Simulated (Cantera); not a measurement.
A closed system holds: 1 mol HMDSO, 0.97 mol N₂O, 0.37 mol H₂, equilibrated at 1100 K and 0.330 Torr.

Cantera equilibrium calculation (NASA polynomials, part measured and part estimated; ideal gas, pure solids and liquids). Candidate condensed phases: C, C₆H₆, C₇H₈, C₈H₁₈, H₂O, Si, SiC, SiO₂, Si₂N₂O, Si₃N₄; 151 gas species. The feed counts by its element totals alone. Mutual solubility and eutectic melting of coexisting phases are not modelled. Rates play no part.

Base state: H₂ 0.922, CO 0.0739, N₂ 0.00424, CH₄ 1.34e-5 (mole fractions); condensed: C(graphite) + SiO₂(β-quartz) + Si₂N₂O(s).

Problem. What changes in the equilibrium state with this change: H₂ from 0.37 to 18 mol?

Solution. 
```tsv
species	before	after
H₂	0.922	0.969
CO	0.0739	0.0307
N₂	0.00424	0.000304
CH₄	1.34e-5	1.48e-5
C(graphite), mol	5.25	5.15
SiO₂(β-quartz), mol	0.146	0.0769
Si₂N₂O(s), mol	0.927	0.962
```
